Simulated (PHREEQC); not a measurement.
Dissolve 0.16 mol/kgw ZnSO4 at 65 °C. Closed to the air; pH follows from the charge balance.

All values are PHREEQC results (ion-association model, phreeqc.dat), not measurements.

Precipitation was switched off in this run.

Problem. Order these Zn species by the share of Zn that they hold, largest first: Zn(SO4)2-2, ZnSO4, Zn+2.

Solution. Zn+2 (47 %), ZnSO4 (40 %), Zn(SO4)2-2 (13 %)

Problem. Order these S species by the share of S that they hold, largest first: Zn(SO4)2-2, SO4-2, ZnSO4.

Solution. ZnSO4 (40 %), SO4-2 (35 %), Zn(SO4)2-2 (25 %)

The pH is 5.09 and the ionic strength 0.303 mol/kgw. Species that the database lacks are ignored. Away from 25 °C the constants follow the database's enthalpies or fits; those with neither stay at their 25 °C values.
